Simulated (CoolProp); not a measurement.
The fluid at 298.15 K and 0.00668 MPa expands adiabatically to 0.000864 MPa with isentropic efficiency 0.7. The same conditions are run with several fluids, on thermodynamics alone (safety and materials aside).

Model: reference Helmholtz-energy equation of state of each fluid (methanol: de Reuck 1993; CH3F (R41): Lemmon 2006; R22: Kamei 1995; R1224YDZ: Akasaka 2023), in CoolProp.

```tsv
fluid	work (kJ/kg)	final temperature (K)	final phase	final density (kg/m³)
methanol	?	250.8	two-phase, vapour fraction 0.975	0.0137
CH3F (R41)	?	?	gas	0.0162
R22	?	?	gas	?
R1224YDZ	?	?	gas	0.0577
```

**Question.** What belongs in the gaps?

**Answer.** 
- methanol, work (kJ/kg): 96.5
- CH3F (R41), work (kJ/kg): 82.9
- CH3F (R41), final temperature (K): 219.0
- R22, work (kJ/kg): 35.1
- R22, final temperature (K): 241.0
- R22, final density (kg/m³): 0.0373
- R1224YDZ, work (kJ/kg): 22.1
- R1224YDZ, final temperature (K): 267.5
